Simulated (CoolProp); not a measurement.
Vapour-liquid equilibrium of R152A (1) + isobutane (2) at 0.52 MPa; x and y are mole fractions of (1).

Model: multi-fluid Helmholtz-energy mixture model, Outcalt 1996 and Bücker 2006; pair parameters Bell 2016, in CoolProp.

```json
[
 {"x": "0.05", "bubble temperature (K)": "307.0", "y at the bubble point": "0.158", "dew temperature at overall composition x (K)": "310.7", "liquid density (mol/L)": "9.377"},
 {"x": "0.125", "bubble temperature (K)": "301.3", "y at the bubble point": "0.319", "dew temperature at overall composition x (K)": "308.2", "liquid density (mol/L)": "…"},
 {"x": "0.2", "bubble temperature (K)": "297.4", "y at the bubble point": "0.424", "dew temperature at overall composition x (K)": "305.5", "liquid density (mol/L)": "9.950"},
 {"x": "0.275", "bubble temperature (K)": "294.7", "y at the bubble point": "0.497", "dew temperature at overall composition x (K)": "302.9", "liquid density (mol/L)": "10.22"},
 {"x": "0.35", "bubble temperature (K)": "292.9", "y at the bubble point": "0.551", "dew temperature at overall composition x (K)": "…", "liquid density (mol/L)": "10.49"},
 {"x": "0.425", "bubble temperature (K)": "291.7", "y at the bubble point": "0.592", "dew temperature at overall composition x (K)": "297.3", "liquid density (mol/L)": "10.77"},
 {"x": "0.5", "bubble temperature (K)": "290.8", "y at the bubble point": "0.627", "dew temperature at overall composition x (K)": "294.6", "liquid density (mol/L)": "…"},
 {"x": "0.575", "bubble temperature (K)": "290.3", "y at the bubble point": "0.659", "dew temperature at overall composition x (K)": "292.2", "liquid density (mol/L)": "11.39"},
 {"x": "0.65", "bubble temperature (K)": "289.9", "y at the bubble point": "0.690", "dew temperature at overall composition x (K)": "290.4", "liquid density (mol/L)": "11.75"},
 {"x": "0.725", "bubble temperature (K)": "289.8", "y at the bubble point": "0.725", "dew temperature at overall composition x (K)": "289.8", "liquid density (mol/L)": "12.13"},
 {"x": "0.8", "bubble temperature (K)": "290.0", "y at the bubble point": "0.767", "dew temperature at overall composition x (K)": "290.3", "liquid density (mol/L)": "…"},
 {"x": "0.875", "bubble temperature (K)": "290.6", "y at the bubble point": "0.825", "dew temperature at overall composition x (K)": "291.3", "liquid density (mol/L)": "…"},
 {"x": "0.95", "bubble temperature (K)": "292.0", "y at the bubble point": "0.913", "dew temperature at overall composition x (K)": "292.6", "liquid density (mol/L)": "13.47"}
]
```

**Question.** Fill in the missing entries.

**Answer.** 
- 0.125, liquid density (mol/L): 9.674
- 0.35, dew temperature at overall composition x (K): 300.1
- 0.5, liquid density (mol/L): 11.07
- 0.8, liquid density (mol/L): 12.55
- 0.875, liquid density (mol/L): 13.00

y crosses x between x = 0.65 and 0.725: the model has an azeotrope there.

The pair parameters rest on a limited set of measurements; away from them the model extrapolates.
